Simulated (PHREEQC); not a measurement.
**Ultrapure water in contact with air or piping (model solution)**

Synthetic water in mg/kgw, 25 °C, pH 6.88, pe 0.8: Na 0.051; K 0.00113; Ca 0.107; Mg 0.0152; Cl 0.0214; S(6) as SO4 0.11; Alkalinity as HCO3 0.374; Ba 0.000936; Fe(2) 6.06e-05.

Valence states are taken as typed.

Model: ion-association model, phreeqc.dat, run in PHREEQC.

```
Item                            Value
--------------------  ---------------
ionic strength        1.35e-5 mol/kgw
charge-balance error           -0.9 %
```

```json
[
 {"species": "HCO3-", "molality": "6.18e-6", "activity": "6.15e-6", "log γ": "-0.002"},
 {"species": "Ca+2", "molality": "2.67e-6", "activity": "2.62e-6", "log γ": "-0.007"},
 {"species": "Na+", "molality": "2.22e-6", "activity": "2.21e-6", "log γ": "-0.002"},
 {"species": "CO2", "molality": "1.82e-6", "activity": "1.82e-6", "log γ": "0.000"},
 {"species": "SO4-2", "molality": "1.14e-6", "activity": "1.13e-6", "log γ": "-0.007"},
 {"species": "Mg+2", "molality": "6.25e-7", "activity": "6.14e-7", "log γ": "-0.007"},
 {"species": "Cl-", "molality": "6.04e-7", "activity": "6.01e-7", "log γ": "-0.002"},
 {"species": "H+", "molality": "1.32e-7", "activity": "1.32e-7", "log γ": "-0.002"},
 {"species": "OH-", "molality": "7.71e-8", "activity": "7.68e-8", "log γ": "-0.002"},
 {"species": "K+", "molality": "2.89e-8", "activity": "2.88e-8", "log γ": "-0.002"},
 {"species": "Ba+2", "molality": "6.81e-9", "activity": "6.69e-9", "log γ": "-0.007"},
 {"species": "CO3-2", "molality": "2.23e-9", "activity": "2.19e-9", "log γ": "-0.007"}
]
```

This is a speciation only: nothing precipitates in the calculation. Species that the database lacks are ignored.
